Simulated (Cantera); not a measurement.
**Premixed flame**

A freely propagating, adiabatic, planar premixed flame of 37.5 % H2, 13.1 % O2, 49.4 % N2, equivalence ratio 1.4, unburnt at 475 K and 22000 Pa; mixture-averaged transport, grid criteria slope 0.08 and curve 0.16, no radiation.

Cantera simulation using the H2/O2 subset of GRI-Mech 3.0, which has no nitrogen chemistry; the numbers are that mechanism's predictions, not measurements. Burning velocities carry a grid error of a few per cent, more on coarse grids.

| z (mm) | T (K) | u (m/s) | x H2 | x O2 | x O | x H | x HO2 | x OH |
|---|---|---|---|---|---|---|---|---|
| -9.07 | 475 | 5.02 | 0.375 | 0.131 | <1e-8 | <1e-8 | <1e-8 | <1e-8 |
| -6.04 | 475 | 5.02 | 0.375 | 0.131 | <1e-8 | <1e-8 | <1e-8 | <1e-8 |
| -4.53 | 475 | 5.02 | 0.375 | 0.131 | <1e-8 | <1e-8 | <1e-8 | <1e-8 |
| -3.02 | 475 | 5.02 | 0.375 | 0.131 | <1e-8 | <1e-8 | 6.37e-8 | <1e-8 |
| -1.51 | 483 | 5.10 | 0.374 | 0.131 | 4.39e-6 | 0.000113 | 9.82e-5 | 3.19e-5 |
| -0.756 | 674 | 6.99 | 0.346 | 0.126 | 0.000187 | 0.00877 | 6.39e-5 | 0.000526 |
| 0 | 1117 | 11.2 | 0.210 | 0.0797 | 0.00560 | 0.0691 | 2.11e-5 | 0.00265 |
| 0.756 | 1399 | 13.9 | 0.105 | 0.0182 | 0.00833 | 0.108 | 4.55e-6 | 0.00640 |
| 1.51 | 1511 | 14.9 | 0.0962 | 0.00993 | 0.00767 | 0.103 | 2.26e-6 | 0.00802 |
| 3.02 | 1638 | 16.0 | 0.101 | 0.00789 | 0.00698 | 0.0892 | 1.57e-6 | 0.00967 |
| 6.04 | 1778 | 17.2 | 0.107 | 0.00626 | 0.00585 | 0.0732 | 1.11e-6 | 0.0110 |
| 12.1 | 1926 | 18.4 | 0.112 | 0.00449 | 0.00435 | 0.0567 | 7.33e-7 | 0.0116 |
| 24.2 | 2065 | 19.6 | 0.116 | 0.00287 | 0.00283 | 0.0417 | 4.70e-7 | 0.0110 |
x: mole fraction of selected species; z is measured from the peak of heat release.

```json
{
 "laminar_burning_velocity": "502 cm/s",
 "thermal_thickness": "3.02 mm",
 "peak x(O)": "0.00856",
 "peak x(H)": "0.108",
 "peak x(HO2)": "0.000119",
 "peak x(OH)": "0.0116"
}
```
